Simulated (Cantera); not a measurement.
## Thermodynamics of silicon carbide growth, feed (CH3)2SiCl2 + CH4 + H2

A closed system holds: 1 mol (CH3)2SiCl2, 0.71 mol CH4, 15 mol H2, at 1850 K.

Cantera equilibrium calculation (NASA polynomials, part measured and part estimated; ideal gas, pure solids and liquids). Candidate condensed phases: C, C6H6, C7H8, C8H18, Si, SiC; 109 gas species. The feed counts by its element totals alone. The tables' values for SiCl, SiCl3 are old estimates; treat these amounts as uncertain. Kinetics and transport are ignored.

| P (Pa) | x H2 | x HCl | x H | x Cl | x SiCl2 | n C(graphite) | n SiC(s) |
|---|---|---|---|---|---|---|---|
| 100 | 0.887 | 0.0940 | 0.0160 | 0.00129 | 0.000865 | 1.72 | 0.977 |
| 320 | 0.894 | 0.0950 | 0.00900 | 0.000727 | 0.000876 | 1.72 | 0.980 |
| 1000 | 0.898 | 0.0955 | 0.00510 | 0.000412 | 0.000882 | 1.72 | 0.981 |
| 3200 | 0.900 | 0.0958 | 0.00286 | 0.000231 | 0.000885 | 1.72 | 0.981 |
| 10000 | 0.901 | 0.0959 | 0.00162 | 0.000131 | 0.000887 | 1.72 | 0.981 |
| 32000 | 0.902 | 0.0960 | 0.000904 | 7.32e-5 | 0.000888 | 1.72 | 0.981 |
| 100000 | 0.902 | 0.0960 | 0.000512 | 4.14e-5 | 0.000888 | 1.71 | 0.981 |
x: gas mole fraction; n: condensed amount in mol.

From 1.00 mbar to 1.00 bar the condensed part is C(graphite) + SiC(s). The main Si-bearing gas is SiCl2 throughout.
